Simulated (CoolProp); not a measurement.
Computed with CoolProp (reference Helmholtz-energy equation of state, Jacobsen 1992).

For R11, give the phase and the viscosity (µPa s), conductivity (mW/(m K)) at 90.25 °C and 0.101 MPa; 169.05 °C and 0.101 MPa.


- 90.25 °C and 0.101 MPa: gas; viscosity 12.5, conductivity 11.2
- 169.05 °C and 0.101 MPa: gas; viscosity 15.3, conductivity 14.5

Viscosity comes from a separate model (Klein 1997), an estimate that may be off by 10 % or more. Thermal conductivity comes from a separate model (McLinden 2000), an estimate that may be off by 10 % or more.
